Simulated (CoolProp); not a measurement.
Vapour-liquid equilibrium of CHF3 (R23) (1) + R13 (2) at 218.7 K; x and y are mole fractions of (1).

Values from CoolProp's multi-fluid Helmholtz-energy mixture model, Penoncello 2003 and Platzer 1990; pair parameters Bell 2016. This equation is an older, rougher fit; its heat capacities, sound speeds and derivatives of the liquid may be far off and weren't checked against measurements.

```tsv
x	bubble pressure (bar)	y at the bubble point	dew pressure at overall composition x (bar)	liquid density (mol/L)
0.05	3.859	0.123	3.653	13.66
0.125	4.240	0.246	___	13.90
0.2	4.504	0.331	4.094	14.15
0.275	4.685	0.394	4.330	14.44
0.35	4.807	0.445	4.561	___
0.425	4.884	0.488	4.763	15.09
0.5	4.925	0.528	4.900	15.47
0.575	4.934	0.567	4.932	15.89
0.65	4.910	0.609	4.858	16.34
0.725	4.847	0.657	4.708	16.84
0.8	4.732	0.715	4.519	17.38
0.875	4.545	0.790	4.315	17.97
0.95	4.253	0.898	___	18.61
```

### Question
Complete the blanks.

### Answer

- 0.125, dew pressure at overall composition x (bar): 3.867
- 0.35, liquid density (mol/L): 14.75
- 0.95, dew pressure at overall composition x (bar): 4.111

y crosses x between x = 0.5 and 0.575: the model has an azeotrope there.

The pair parameters rest on a limited set of measurements; away from them the model extrapolates.
